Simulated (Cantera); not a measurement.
Input: 1 mol Al, 1.8 mol Cl₂, at 9.75 Torr.

Equilibrium computed with Cantera from the NASA thermochemical tables; the gas is ideal and each condensed phase is pure. Candidate condensed phases: Al, AlCl₃; 8 gas species. Kinetics and transport are ignored.

Task: At 625 K, list the 3 most abundant gas species with their mole fractions, and the condensed phases.

Result: Al₂Cl₆ 0.422, Cl₂ 0.328, AlCl₃ 0.250. Condensed: gas only.
